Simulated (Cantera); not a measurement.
**Si + H2O + H2 (thermal oxidation and active oxidation of silicon)**

Charge: 1 mol Si, 0.29 mol H2O, 1.7 mol H2, held at 13300 Pa.

Equilibrium computed with Cantera from the NASA thermochemical tables; the gas is ideal and each condensed phase is pure. Candidate condensed phases: H2O, Si, SiO2; 18 gas species. Each liquid is taken as pure. Mutual solubility and eutectic melting of coexisting phases are not modelled. The tables hold silica as quartz up to 1696 K and as liquid above; real silica turns to tridymite and cristobalite and melts near 1996 K. Gases not in the tables: Si2H6 and higher silanes. The numbers say what is thermodynamically allowed, not how fast it happens.

```json
[
 {"T (°C)": "1100", "x H2": "1.000", "x SiO": "0.000309", "x H": "9.12e-6", "x Si": "2.91e-9", "n Si(s)": "0.855", "n SiO2(β-quartz)": "0.145", "n Si(l)": "0", "n SiO2(condensed)": "0"},
 {"T (°C)": "1150", "x H2": "0.999", "x SiO": "0.000884", "x H": "1.82e-5", "x Si": "1.15e-8", "n Si(s)": "0.854", "n SiO2(β-quartz)": "0.144", "n Si(l)": "0", "n SiO2(condensed)": "0"},
 {"T (°C)": "1200", "x H2": "0.998", "x SiO": "0.00235", "x H": "3.46e-5", "x Si": "4.11e-8", "n Si(s)": "0.853", "n SiO2(β-quartz)": "0.143", "n Si(l)": "0", "n SiO2(condensed)": "0"},
 {"T (°C)": "1250", "x H2": "0.994", "x SiO": "0.00587", "x H": "6.31e-5", "x Si": "1.35e-7", "n Si(s)": "0.849", "n SiO2(β-quartz)": "0.139", "n Si(l)": "0", "n SiO2(condensed)": "0"},
 {"T (°C)": "1300", "x H2": "0.986", "x SiO": "0.0138", "x H": "0.000111", "x Si": "4.12e-7", "n Si(s)": "0.841", "n SiO2(β-quartz)": "0.131", "n Si(l)": "0", "n SiO2(condensed)": "0"},
 {"T (°C)": "1350", "x H2": "0.969", "x SiO": "0.0306", "x H": "0.000186", "x Si": "1.17e-6", "n Si(s)": "0.824", "n SiO2(β-quartz)": "0.114", "n Si(l)": "0", "n SiO2(condensed)": "0"},
 {"T (°C)": "1400", "x H2": "0.935", "x SiO": "0.0648", "x H": "0.000302", "x Si": "3.13e-6", "n Si(s)": "0.786", "n SiO2(β-quartz)": "0.0760", "n Si(l)": "0", "n SiO2(condensed)": "0"},
 {"T (°C)": "1450", "x H2": "0.873", "x SiO": "0.126", "x H": "0.000467", "x Si": "7.38e-6", "n Si(s)": "0", "n SiO2(β-quartz)": "0", "n Si(l)": "0.711", "n SiO2(condensed)": "0.00129"},
 {"T (°C)": "1500", "x H2": "0.872", "x SiO": "0.127", "x H": "0.000728", "x Si": "1.60e-5", "n Si(s)": "0", "n SiO2(β-quartz)": "0", "n Si(l)": "0.710", "n SiO2(condensed)": "0"},
 {"T (°C)": "1550", "x H2": "0.872", "x SiO": "0.127", "x H": "0.00111", "x Si": "3.32e-5", "n Si(s)": "0", "n SiO2(β-quartz)": "0", "n Si(l)": "0.710", "n SiO2(condensed)": "0"},
 {"T (°C)": "1600", "x H2": "0.871", "x SiO": "0.127", "x H": "0.00165", "x Si": "6.61e-5", "n Si(s)": "0", "n SiO2(β-quartz)": "0", "n Si(l)": "0.710", "n SiO2(condensed)": "0"},
 {"T (°C)": "1650", "x H2": "0.870", "x SiO": "0.127", "x H": "0.00241", "x Si": "0.000127", "n Si(s)": "0", "n SiO2(β-quartz)": "0", "n Si(l)": "0.710", "n SiO2(condensed)": "0"},
 {"T (°C)": "1700", "x H2": "0.869", "x SiO": "0.127", "x H": "0.00345", "x Si": "0.000237", "n Si(s)": "0", "n SiO2(β-quartz)": "0", "n Si(l)": "0.709", "n SiO2(condensed)": "0"},
 {"T (°C)": "1750", "x H2": "0.868", "x SiO": "0.127", "x H": "0.00484", "x Si": "0.000427", "n Si(s)": "0", "n SiO2(β-quartz)": "0", "n Si(l)": "0.709", "n SiO2(condensed)": "0"}
]
```
x: gas mole fraction; n: condensed amount in mol.

From 1100 °C to 1400 °C the condensed part is Si(s) + SiO2(β-quartz). At 1450 °C the condensed part is Si(l) + SiO2(condensed). From 1500 °C to 1750 °C the condensed part is Si(l). The main Si-bearing gas is SiO throughout.
